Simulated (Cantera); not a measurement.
Input (Python, Cantera):

```python
import numpy as np
import cantera as ct

gas = ct.Solution("gri30.yaml")


def delay(T, t_max=10):
    gas.TPX = T, 110000, {'CO': 1, 'H2': 1.3, 'CH4': 0.057, 'O2': 2.11, 'N2': 13.5}
    reactor = ct.IdealGasReactor(gas, clone=False)
    net = ct.ReactorNet([reactor])
    net.rtol, net.atol = 1e-8, 1e-16
    while net.time < t_max:
        t_old, T_old = net.time, reactor.T
        net.step()
        if reactor.T > T + 400:  # ignition: a rise of 400 K
            return t_old + (T + 400 - T_old) / (reactor.T - T_old) * (net.time - t_old)
    return np.nan


taus = []
for T in [1300, 1350, 1400, 1450, 1500, 1550]:
    taus.append(delay(T))
    print(f"T0 = {T:6g} K   tau = {taus[-1]:.4e} s")
```

It prints:

```
T0 =   1300 K   tau = 6.0549e-05 s
T0 =   1350 K   tau = 5.3116e-05 s
T0 =   1400 K   tau = 4.8145e-05 s
T0 =   1450 K   tau = 4.4913e-05 s
T0 =   1500 K   tau = 4.2976e-05 s
T0 =   1550 K   tau = 4.2062e-05 s
```

Computed with Cantera and GRI-Mech 3.0 (53 species, 325 reactions). Where the delays flatten at high temperature, the 400 K rule measures the pace of heat release, not the induction time.
